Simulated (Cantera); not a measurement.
A Cantera script and its output.

```python
import numpy as np
import cantera as ct

gas = ct.Solution("gri30.yaml")
gas.TPX = 1475, 1000000, {'CO': 0.0017, 'O2': 0.026, 'H2O': 0.038, 'N2': 1}
reactor = ct.IdealGasConstPressureReactor(gas, energy="off", clone=False)
net = ct.ReactorNet([reactor])
net.rtol, net.atol = 1e-08, 1e-18
show = ['CO', 'O2', 'H2O', 'NO', 'OH', 'N2O', 'H2']
times = np.geomspace(0.0001, 80, 10)

steps = ct.SolutionArray(gas, extra=["t"])
rows = []
print(f"{'t/s':>10s}{'T/K':>9s}{'P/Pa':>11s}" + "".join(f"{s:>11s}" for s in show))
for t in times:
    while net.time < t:
        t_next = net.step()
        steps.append(gas.state, t=t_next)
    rows.append([np.interp(t, steps.t, y) for y in (steps.T, steps.P, *steps(*show).X.T)])
    print(f"{t:10.3e}{rows[-1][0]:9.1f}{rows[-1][1]:11.4g}" + "".join(f"{x:11.3e}" for x in rows[-1][2:]))
rate = np.gradient(steps.T, steps.t)
print("integrator steps:", len(steps.t))
if steps.T.max() > steps.T[0] + 200:
    print(f"time of steepest temperature rise: {steps.t[rate.argmax()]:.4e} s")
gas.TPX = 1475, 1000000, {'CO': 0.0017, 'O2': 0.026, 'H2O': 0.038, 'N2': 1}
gas.equilibrate("TP")
print(f"equilibrium (TP): T = {gas.T:.1f} K  " + "  ".join(f"{s} {gas[s].X[0]:.3e}" for s in show))
```

Output:

```
       t/s      T/K       P/Pa         CO         O2        H2O         NO         OH        N2O         H2
 1.000e-04   1475.0      1e+06  1.592e-03  2.439e-02  3.565e-02  7.753e-13  3.046e-06  6.875e-10  5.123e-07
 4.528e-04   1475.0      1e+06  7.700e-04  2.397e-02  3.561e-02  2.735e-09  8.856e-05  3.035e-07  1.829e-05
 2.050e-03   1475.0      1e+06  6.016e-05  2.364e-02  3.566e-02  1.118e-08  3.573e-05  6.872e-07  1.784e-06
 9.283e-03   1475.0      1e+06  9.481e-07  2.362e-02  3.568e-02  1.499e-08  1.379e-05  3.560e-07  1.358e-07
 4.203e-02   1475.0      1e+06  1.106e-08  2.362e-02  3.568e-02  1.675e-08  1.223e-05  8.665e-08  9.954e-08
 1.903e-01   1475.0      1e+06  1.105e-08  2.362e-02  3.568e-02  2.222e-08  1.223e-05  8.476e-08  9.952e-08
 8.618e-01   1475.0      1e+06  1.105e-08  2.362e-02  3.568e-02  4.696e-08  1.223e-05  8.476e-08  9.952e-08
 3.902e+00   1475.0      1e+06  1.105e-08  2.362e-02  3.568e-02  1.590e-07  1.223e-05  8.476e-08  9.952e-08
 1.767e+01   1475.0      1e+06  1.105e-08  2.361e-02  3.568e-02  6.662e-07  1.223e-05  8.476e-08  9.952e-08
 8.000e+01   1475.0      1e+06  1.105e-08  2.361e-02  3.568e-02  2.962e-06  1.223e-05  8.476e-08  9.953e-08
integrator steps: 922
equilibrium (TP): T = 1475.0 K  CO 1.110e-08  O2 2.341e-02  H2O 3.568e-02  NO 3.958e-04  OH 1.221e-05  N2O 8.445e-08  H2 9.995e-08
```

Detailed kinetics in Cantera: GRI-Mech 3.0 (53 species, 325 reactions).
